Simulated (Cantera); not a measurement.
An adiabatic, constant-pressure homogeneous reactor starts with CH4 : C2H6 : O2 : N2 : H2O = 1 : 0.27 : 6.4 : 24.1 : 0.85 (molar parts), at 1748 K and 290000 Pa.

Cantera simulation using GRI-Mech 3.0 (53 species, 325 reactions); the numbers are that mechanism's predictions, not measurements.

One state of this run: T (K) = 2535; x CH4 = <1e-12; x C2H6 = <1e-12; x O2 = 0.0953; x NO = 0.0158; x O = 0.00313; x H2O2 = 4.15e-7. x: mole fraction; the columns are a selection and need not sum to one.

Q: Which value of t (s) does it belong to?
A. 8.79e-5
B. 0.000310
C. 0.0482
D. 7.06e-6

A: C, 0.0482
